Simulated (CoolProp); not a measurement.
Vapour-liquid equilibrium of o-xylene (1) + n-decane (2) at 135.05 °C; x and y are mole fractions of (1).

Computed with CoolProp (multi-fluid Helmholtz-energy mixture model, Zhou 2012 and Lemmon 2006; pair parameters Bell 2016).

Q: Give the bubble pressure and the first vapour's composition at x = 0.425, 0.65, 0.8. Is there an azeotrope?

A: x = 0.425: 52.44 kPa, y = 0.629; x = 0.65: 62.67 kPa, y = 0.809; x = 0.8: 69.50 kPa, y = 0.901. No azeotrope shows between x = 0.05 and 0.95.

Pair parameters are fitted to limited data, so mixtures are less certain than the pure fluids.
